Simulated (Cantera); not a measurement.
Input: 1 mol Si3N4, 2.8 mol CO2, 1.2 mol H2, 0.00012 mol CH4, equilibrated at 1 atm.

These are equilibrium values from Cantera (NASA tables, ideal gas, pure condensed phases), not measurements of a reactor. Candidate condensed phases: C, C6H6, C7H8, C8H18, H2O, Si, SiC, SiO2, Si2N2O, Si3N4; 151 gas species. Mutual solubility and eutectic melting of coexisting phases are not modelled. The tables hold silica as quartz up to 1696 K and as liquid above; real silica turns to tridymite and cristobalite and melts near 1996 K. Rates play no part.

Which condensed phases are stable at each of these points (T (°C)): 1275, 1300, 1325, 1350, 1375, 1400, 1425, 1450?


| T (°C) | condensed phases | Si condensed (%) |
|---|---|---|
| 1275 | C(graphite) + SiO2(β-quartz) + Si2N2O(s) | 100.0 |
| 1300 | C(graphite) + SiO2(β-quartz) + Si2N2O(s) | 100.0 |
| 1325 | SiO2(β-quartz) + Si2N2O(s) | 100.0 |
| 1350 | SiO2(β-quartz) + Si2N2O(s) | 100.0 |
| 1375 | SiO2(β-quartz) + Si2N2O(s) | 100.0 |
| 1400 | SiO2(β-quartz) + Si2N2O(s) | 100.0 |
| 1425 | SiO2(condensed) + Si2N2O(s) | 99.9 |
| 1450 | SiO2(condensed) + Si2N2O(s) | 99.9 |

From 1275 °C to 1300 °C the condensed part is C(graphite) + SiO2(β-quartz) + Si2N2O(s). From 1325 °C to 1400 °C the condensed part is SiO2(β-quartz) + Si2N2O(s). From 1425 °C to 1450 °C the condensed part is SiO2(condensed) + Si2N2O(s).
